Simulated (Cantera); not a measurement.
An adiabatic, constant-pressure homogeneous reactor starts with C3H8 : O2 : N2 : CO2 = 1 : 6.67 : 25.1 : 6.5 (molar parts), at 1725 K and 10.0 bar. Integrator tolerance rtol = 1e-08.

Model: GRI-Mech 3.0 (53 species, 325 reactions), integrated in Cantera. GRI-Mech 3.0 was tuned for natural gas; its chemistry of propane as a main component is partial and can be far from experiment.

| quantity | before | after |
|---|---|---|
| time of steepest temperature rise | 3.89 µs | 11.6 µs |
| temperature at 1.00 s | 2654 K | 2574 K |
| equilibrium temperature | 2654 K | 2574 K |
| x(C3H8) at 1.00 s | <1e-12 (gas-phase equilibrium <1e-12) | <1e-12 (gas-phase equilibrium <1e-12) |
| x(O2) at 1.00 s | 0.0450 (gas-phase equilibrium 0.0450) | 0.0493 (gas-phase equilibrium 0.0493) |
| x(CO2) at 1.00 s | 0.207 (gas-phase equilibrium 0.207) | 0.197 (gas-phase equilibrium 0.197) |
| x(CH2O) at 1.00 s | 1.64e-10 (gas-phase equilibrium 1.64e-10) | 6.52e-11 (gas-phase equilibrium 6.52e-11) |
| x(CH3) at 1.00 s | <1e-12 (gas-phase equilibrium <1e-12) | <1e-12 (gas-phase equilibrium <1e-12) |

Q: Which change was made?
A) CO2 6.5 to 2 parts
B) pressure from 10.0 bar to 2.00 bar
C) initial temperature 1725 to 1450 K
D) pressure from 10.0 bar to 0.510 bar

A: B, pressure from 10.0 bar to 2.00 bar
